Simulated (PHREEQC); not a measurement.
Spent oxide etchant

Solution (25 °C): 0.26 mol/kgw HF, 0.00022 mol/kgw H2SiF6 and 0.0008 mol/kgw H3PO4. Closed to the air; pH follows from the charge balance.

The numbers come from PHREEQC with the ion-association model, phreeqc.dat.

* **pH**: 1.75
* **ionic strength**: 0.0201 mol/kgw
* **total alkalinity**: -262 meq/kg

```tsv
species	molality	activity	log γ
HF	0.232	0.233	0.002
H+	0.0199	0.0177	-0.051
F-	0.0101	0.00879	-0.062
HF2-	0.00903	0.00786	-0.060
H3PO4	0.000555	0.000558	0.002
H2PO4-	0.000245	0.000215	-0.058
SiF6-2	0.000220	0.000128	-0.234
HPO4-2	1.29e-9	7.54e-10	-0.234
```

Precipitation was switched off in this run. Complexes and solids missing from the database can't appear. SiF6-2 is the database's only silicon fluoride.
